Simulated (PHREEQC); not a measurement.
A solution holds 0.0097 mol/kgw Cu(NO3)2, 0.028 mol/kgw HCl and 0.003 mol/kgw Na2SO4, at 25 °C. It is in equilibrium with CO2 at log p = 0 (atm). Otherwise closed; pH follows from the charge balance.

Equilibrium calculation in PHREEQC: ion-association model, phreeqc.dat.

```csv
quantity,before,after
pH,1.65,1.65
ionic strength (mol/kgw),0.0610,0.0612
Cu+2 (mol/kgw),0.00897,0.00902
CuCl+ (mol/kgw),0.000305,0.000241
(CO2)2 (mol/kgw),2.07e-5,2.32e-5
CuCl2 (mol/kgw),2.88e-6,2.17e-6
```

Name the change that produced these shifts.
A. temperature from 25 to 20 °C
B. Cu(NO3)2 from 0.0097 to 0.097 mol/kgw
C. Na2SO4 from 0.003 to 0.0003 mol/kgw
D. Na2SO4 left out
E. Cu(NO3)2 from 0.0097 to 0.0194 mol/kgw

A, temperature from 25 to 20 °C

This is a speciation only: nothing precipitates in the calculation.
